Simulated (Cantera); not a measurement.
Cantera run:

```python
import numpy as np
import cantera as ct

gas_names = """
    B BH BH2 BH3 BO BO2 B2 B2O B2O2 B2O3 B3O3H3 H HBO HBO2 HO2 H2 H2O H2O2 H3B3O6 O OH O2 O3
""".split()
cond_names = """
    B(b) B(L) B2O3(L) B3O3H3(cr) H2O(s) H2O(L)
""".split()


def load(file, names, dense=False):
    # The tables refer to 1 bar. Condensed volumes are neglected.
    table = {s.name: s for s in ct.Species.list_from_file(file)}
    out = []
    for n in names:
        d = dict(table[n].input_data)
        d["thermo"] = dict(d["thermo"], **{"reference-pressure": 1e5})
        if dense:
            d["equation-of-state"] = {"model": "constant-volume", "density": "1e6 g/cm^3"}
        out.append(ct.Species.from_dict(d))
    return out


gas = ct.Solution(thermo="ideal-gas", species=load("nasa_gas.yaml", gas_names))
cond = {s.name: ct.Solution(thermo="fixed-stoichiometry", species=[s], name=s.name)
        for s in load("nasa_condensed.yaml", cond_names, dense=True)}
atoms = {
    'B2O3': {'B': 2, 'O': 3},
    'H2O': {'H': 2, 'O': 1},
}
top_T = {}  # K; cautious upper limits of use, not melting points


def equilibrate(T, P, feed):
    n = {}
    for name, mol in feed.items():
        for a, k in atoms[name].items():
            n[a] = n.get(a, 0.0) + k * mol
    gas.TPX = T, P, n
    mass = sum(n.values()) * gas.mean_molecular_weight
    gas.equilibrate("TP")
    valid = [c for c in cond.values() if c.min_temp <= T <= top_T.get(c.name, c.max_temp)]
    mix = ct.Mixture([(gas, mass / gas.mean_molecular_weight)] + [(c, 0.0) for c in valid])
    mix.T, mix.P = T, P
    mix.equilibrate("TP", solver="vcs", rtol=1e-11, max_steps=5000)
    return mix


results = []
feed = {'B2O3': 1, 'H2O': 4.8}  # mol
P = 39000  # Pa
for T in [823, 973, 1123, 1273, 1423, 1573, 1723, 1873, 2023, 2173, 2323, 2473]:
    mix = equilibrate(T, P, feed)
    results.append((T, P, feed, dict(zip(mix.species_names, mix.species_moles))))

top = {s: max(r[3][s] / sum(r[3][g] for g in gas_names) for r in results) for s in gas_names}
cols = sorted((s for s in top if top[s] > 0.0001), key=lambda s: -top[s])[:8]
seen = [c for c in cond_names if any(r[3].get(c, 0) > 1e-12 for r in results)]
print("log10 of partial pressures in bar; condensed amounts in mol")
print(f"{'T/K':>10s}" + "".join(f"{s[:9]:>10s}" for s in cols + seen))
for T, P, feed, n in results:
    ng = sum(n[g] for g in gas_names)
    print(f"{T:10.4g}" + "".join(f"{np.log10(max(n[s] / ng * P / 1e5, 1e-99)):10.3f}" for s in cols)
          + "".join(f"{n.get(c, 0):10.4g}" for c in seen))
```

It prints:

```
log10 of partial pressures in bar; condensed amounts in mol
       T/K       H2O      HBO2    H3B3O6        H2      B2O3        OH        O2       BO2   B2O3(L)
       823    -0.429    -6.773    -1.746    -8.742   -15.983   -10.570    -9.046   -16.758    0.6758
       973    -0.417    -5.043    -2.121    -7.120   -12.053    -8.572    -7.429   -13.068    0.8615
      1123    -0.413    -3.798    -2.420    -5.929    -9.209    -7.108    -6.245   -10.380    0.9292
      1273    -0.413    -2.862    -2.664    -5.016    -7.062    -5.990    -5.341    -8.338    0.9516
      1423    -0.419    -2.138    -2.873    -4.297    -5.387    -5.112    -4.633    -6.736    0.9299
      1573    -0.442    -1.569    -3.074    -3.723    -4.047    -4.413    -4.075    -5.452    0.8109
      1723    -0.504    -1.128    -3.309    -3.273    -2.952    -3.868    -3.651    -4.406    0.4661
      1873    -0.587    -0.907    -3.942    -2.910    -2.302    -3.432    -3.324    -3.669         0
      2023    -0.589    -0.917    -5.063    -2.559    -2.211    -3.014    -2.992    -3.260         0
      2173    -0.595    -0.931    -6.034    -2.258    -2.138    -2.656    -2.708    -2.911         0
      2323    -0.607    -0.949    -6.890    -2.000    -2.079    -2.349    -2.466    -2.610         0
      2473    -0.628    -0.974    -7.663    -1.781    -2.035    -2.086    -2.259    -2.352         0
```

Method: chemical equilibrium by Gibbs-energy minimisation in Cantera with the NASA 1993 tables (ideal gas, pure condensed phases). Gases not in the tables: H3BO3.
